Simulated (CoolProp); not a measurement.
Vapour-liquid equilibrium of cyclohexane (1) + n-nonane (2) at 0.699 MPa; x and y are mole fractions of (1).

The numbers come from the multi-fluid Helmholtz-energy mixture model, Zhou 2014 and Lemmon 2006; pair parameters Bell 2016 in CoolProp.

Task: Give the bubble temperature and the first vapour's composition at x = 0.05, 0.8, 0.95. Is there an azeotrope?

Result: x = 0.05: 509.6 K, y = 0.119; x = 0.8: 446.3 K, y = 0.938; x = 0.95: 437.8 K, y = 0.988. No azeotrope shows between x = 0.05 and 0.95.

Pair parameters are fitted to limited data, so mixtures are less certain than the pure fluids.
